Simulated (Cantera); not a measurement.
Charge: 1 mol Cu₂O, 0.34 mol H₂, 0.52 mol N₂, at 15.0 Pa.

Method: chemical equilibrium by Gibbs-energy minimisation in Cantera with the NASA 1993 tables (ideal gas, pure condensed phases). Candidate condensed phases: Cu, CuO, Cu(OH)₂, Cu₂O, H₂O; 27 gas species. Mutual solubility and eutectic melting of coexisting phases are not modelled. Rates play no part.

What share of the Cu ends up in condensed phases as a function of T (K), at 1275, 1375, 1475, 1575, 1675, 1775, 1875, 1975, 2075?


```
T (K)  Cu condensed (%)               as
-----  ----------------  ---------------
1275              100.0  Cu(s) + Cu₂O(s)
1375               99.8  Cu(l) + Cu₂O(s)
1475               97.8            Cu(l)
1575               86.7            Cu(l)
1675                0.0                -
1775                0.0                -
1875                0.0                -
1975                0.0                -
2075                0.0                -
```
